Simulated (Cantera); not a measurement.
## Ignition delay

Mixture: 10.2 % CH4, 0.399 % H2, 18.8 % O2, 70.6 % N2, equivalence ratio 1.1, at 0.503 atm, adiabatic and at constant pressure. Ignition delay is the time to a rise of 400 K.

Model: GRI-Mech 3.0 (53 species, 325 reactions), integrated in Cantera.

| T0 (K) | delay (ms) |
|---|---|
| 1023 | 651 |
| 1098 | 223 |
| 1173 | 77.5 |
| 1248 | 28.2 |
| 1323 | 11.0 |
| 1398 | 4.64 |
| 1473 | 2.15 |
| 1548 | 1.09 |
| 1623 | 0.604 |
| 1698 | 0.358 |

```
Quantity                                                 Value
--------------------------------------------------  ----------
apparent activation energy between 1548 and 1698 K  160 kJ/mol
```
